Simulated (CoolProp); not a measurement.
The fluid at 374.41 K and 0.0079 MPa is compressed adiabatically to 0.0506 MPa with isentropic efficiency 0.8. The same conditions are run with several fluids, on thermodynamics alone (safety and materials aside).

Values from CoolProp's reference Helmholtz-energy equation of state of each fluid (p-xylene: Zhou 2012; o-xylene: Zhou 2012; R115: Lemmon 2016; R507A: Lemmon 2003; dimethyl ether: Wu 2011). Blends and air are pseudo-pure fits.

| fluid | work (kJ/kg) | final temperature (K) | final density (kg/m³) |
|---|---|---|---|
| p-xylene | 70.6 | 420.8 | 1.57 |
| o-xylene | 70.5 | 419.8 | 1.57 |
| R115 | 49.7 | 433.7 | 2.17 |
| R507A | 78.9 | 450.1 | 1.34 |
| dimethyl ether | 173 | 470.7 | 0.597 |
